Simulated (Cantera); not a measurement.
An adiabatic, constant-volume homogeneous reactor starts with CH4 : O2 : N2 : H2O = 1 : 1.82 : 6.84 : 0.032 (molar parts), equivalence ratio 1.1, at 1498 K and 100000 Pa.

Detailed kinetics in Cantera: GRI-Mech 3.0 (53 species, 325 reactions).

Q: Predict: time of steepest temperature rise; temperature at 0.300 s; equilibrium temperature; x(O2) at 0.300 s; x(CH2O) at 0.300 s; x(NO2) at 0.300 s; x(O) at 0.300 s.

A: 
```
Item                                                                Result
---------------------------------  ---------------------------------------
time of steepest temperature rise                                  1.19 ms
temperature at 0.300 s                                              2918 K
equilibrium temperature                                             2918 K
x(O2) at 0.300 s                     0.0145 (gas-phase equilibrium 0.0145)
x(CH2O) at 0.300 s                 1.38e-9 (gas-phase equilibrium 1.38e-9)
x(NO2) at 0.300 s                  2.41e-6 (gas-phase equilibrium 2.41e-6)
x(O) at 0.300 s                    0.00712 (gas-phase equilibrium 0.00712)
```
